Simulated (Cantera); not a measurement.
# Ignition delay

Mixture: CO : H2 : CH4 : O2 : N2 = 1 : 0.1 : 0.035 : 0.413 : 1.28 (molar parts), equivalence ratio 1.5, at 3450 Torr, adiabatic and at constant volume. Ignition delay is the time to a rise of 400 K.

Detailed kinetics in Cantera: GRI-Mech 3.0 (53 species, 325 reactions). Where the delays flatten at high temperature, the 400 K rule measures the pace of heat release, not the induction time.

| T0 (K) | delay (ms) |
|---|---|
| 1398 | 0.0129 |
| 1473 | 0.00930 |
| 1548 | 0.00716 |
| 1623 | 0.00578 |
| 1698 | 0.00484 |
